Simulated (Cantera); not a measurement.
Input: 1 mol SiCl4, 2.6 mol Cl2, 4 mol H2, held at 502 °C and 0.620 bar.

These are equilibrium values from Cantera (NASA tables, ideal gas, pure condensed phases), not measurements of a reactor. Candidate condensed phases: Si; 19 gas species. Rates play no part.

Base state: HCl 0.684, H2 0.184, SiCl4 0.132, SiHCl3 2.29e-5 (mole fractions); condensed: gas only.

Problem. What changes in the equilibrium state with this change: temperature from 502 °C to 1200 °C?

Solution. 
| species | before | after |
|---|---|---|
| HCl | 0.684 | 0.696 |
| H2 | 0.184 | 0.174 |
| SiCl4 | 0.132 | 0.117 |
| SiCl2 | <1e-9 | 0.00224 |
| SiCl3 | 2.79e-8 | 0.00876 |
| Cl | <1e-9 | 2.18e-5 |
| SiH2Cl2 | <1e-9 | 1.01e-5 |
The tables' values for SiCl3 are old estimates; treat these amounts as uncertain.
